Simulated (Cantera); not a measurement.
Charge: 1 mol Si, 0.0016 mol O2, 13 mol H2, held at 1850 °C and 43.0 mbar.

These are equilibrium values from Cantera (NASA tables, ideal gas, pure condensed phases), not measurements of a reactor. Candidate condensed phases: H2O, Si, SiO2; 18 gas species. Gases not in the tables: Si2H6 and higher silanes. The numbers say what is thermodynamically allowed, not how fast it happens.

Base state: H2 0.978, H 0.0171, Si 0.00395, SiH 0.000419, SiO 0.000243, SiH2 0.000201, Si2 5.41e-5, Si3 1.09e-5 (mole fractions); condensed: Si(l).

What changes in the equilibrium state with this change: Si replaced by SiC?


| species | before | after |
|---|---|---|
| H2 | 0.978 | 0.981 |
| H | 0.0171 | 0.0171 |
| Si | 0.00395 | 0.000740 |
| SiH | 0.000419 | 7.85e-5 |
| C2H2 (acetylene) | 0 | 0.000329 |
| CO | 0 | 0.000230 |
| Si2C | 0 | 3.30e-5 |
| Si(l), mol | 0.935 | 0 |
| SiC(s), mol | 0 | 0.988 |
Further candidate phases: C, C6H6, C7H8, C8H18, SiC.
